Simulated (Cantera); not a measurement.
# Silicon nitride deposition: SiH2Cl2 + NH3 + H2

Feed: 1 mol SiH2Cl2, 14 mol NH3, 69 mol H2, equilibrated at 11000 Pa.

These are equilibrium values from Cantera (NASA tables, ideal gas, pure condensed phases), not measurements of a reactor. Candidate condensed phases: NH4Cl, Si, Si3N4; 28 gas species. The tables' values for SiCl, SiN are old estimates; treat these amounts as uncertain. Gases not in the tables: Si2H6 and higher silanes. Equilibrium is a limit: real reactors are often held back by kinetics, nucleation or transport.

```
T (°C)   x H2    x N2   x HCl       x H   x SiCl2      x Si  n Si3N4(s)  n Si(l)
------  -----  ------  ------  --------  --------  --------  ----------  -------
750     0.915  0.0644  0.0203   1.19e-8   2.75e-9    <1e-12       0.333        0
850     0.915  0.0644  0.0203   1.23e-7   4.40e-8    <1e-12       0.333        0
950     0.915  0.0644  0.0203   8.67e-7   4.43e-7    <1e-12       0.333        0
1050    0.915  0.0644  0.0203   4.57e-6   3.13e-6  2.04e-12       0.333        0
1150    0.915  0.0644  0.0203   1.92e-5   1.66e-5  1.70e-10       0.333        0
1250    0.915  0.0644  0.0202   6.67e-5   6.95e-5   7.83e-9       0.331        0
1350    0.915  0.0646  0.0198  0.000199  0.000237   2.23e-7       0.325        0
1450    0.915  0.0648  0.0190  0.000526  0.000654   4.28e-6       0.311        0
1550    0.909  0.0707  0.0180   0.00125   0.00107   4.02e-5           0    0.883
1650    0.907  0.0706  0.0182   0.00271  0.000956  0.000154           0    0.873
1750    0.904  0.0705  0.0182   0.00544  0.000858  0.000517           0    0.828
```
x: gas mole fraction; n: condensed amount in mol.

From 750 °C to 1450 °C the condensed part is Si3N4(s). From 1550 °C to 1750 °C the condensed part is Si(l). The main Si-bearing gas is SiCl4 at 750 °C and SiCl2 at 1750 °C.
